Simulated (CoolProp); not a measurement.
Vapour-liquid equilibrium of CH2F2 (R32) (1) + propylene (2) at 738 kPa; x and y are mole fractions of (1).

The numbers come from the multi-fluid Helmholtz-energy mixture model, Tillner-Roth 1997 and Lemmon 2013; pair parameters Bell 2016 in CoolProp.

Question: Give the bubble temperature and the first vapour's composition at x = 0.2, 0.575, 0.875. Is there an azeotrope?

Answer: x = 0.2: -4.6 °C, y = 0.395; x = 0.575: -9.5 °C, y = 0.609; x = 0.875: -7.7 °C, y = 0.783. y crosses x between x = 0.575 and 0.65: the model has an azeotrope there.

The pair parameters rest on a limited set of measurements; away from them the model extrapolates.
